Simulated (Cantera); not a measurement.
## Silicon nitride deposition: trisilylamine + N2 + H2

Charge: 1 mol trisilylamine, 17 mol N2, 62 mol H2, equilibrated at 1602 °C and 0.340 bar.

These are equilibrium values from Cantera (NASA tables, ideal gas, pure condensed phases), not measurements of a reactor. Candidate condensed phases: Si, Si3N4; 18 gas species. The feed counts by its element totals alone. Gases not in the tables: Si2H6 and higher silanes. Rates play no part.

```json
{
 "x(H2)": "0.810",
 "x(N2)": "0.189",
 "x(H)": "0.00101",
 "x(SiH2)": "2.34e-5",
 "x(Si)": "1.55e-5",
 "x(SiH)": "7.53e-6",
 "x(NH3)": "2.71e-6",
 "x(SiN)": "1.40e-6",
 "x(Si2N)": "1.21e-6",
 "n(Si3N4(s))": "0.999 mol",
 "gas_amount": "82.05 mol",
 "log10 activity of Si(l) (absent)": "-0.24"
}
```
